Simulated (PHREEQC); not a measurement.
**Alkaline etch or developer**

Solution (30 °C): 0.0005 mol/kgw KOH and 0.0002 mol/kgw NaAlO2. Closed to the air; pH follows from the charge balance.

Computed with PHREEQC (ion-association model, phreeqc.dat).

No solid was allowed to form.

**Question.** Estimate the pH, ionic strength.

**Answer.** pH 10.52; ionic strength 0.000700 mol/kgw.

The solution is supersaturated, for example in Gibbsite (slow to form), so a real one may precipitate; this is no full list.
